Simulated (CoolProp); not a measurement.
Vapour-liquid equilibrium of R143a (1) + isobutane (2) at 41.75 °C; x and y are mole fractions of (1).

Computed with CoolProp (multi-fluid Helmholtz-energy mixture model, Lemmon and Jacobsen 2000 and Bücker 2006; pair parameters Bell 2016).

### Question
Give the bubble pressure and the first vapour's composition at x = 0.35, 0.425, 0.8. Is there an azeotrope?

### Answer
x = 0.35: 1.350 MPa, y = 0.630; x = 0.425: 1.443 MPa, y = 0.669; x = 0.8: 1.796 MPa, y = 0.854. No azeotrope shows between x = 0.05 and 0.95.

Pair parameters are fitted to limited data, so mixtures are less certain than the pure fluids.
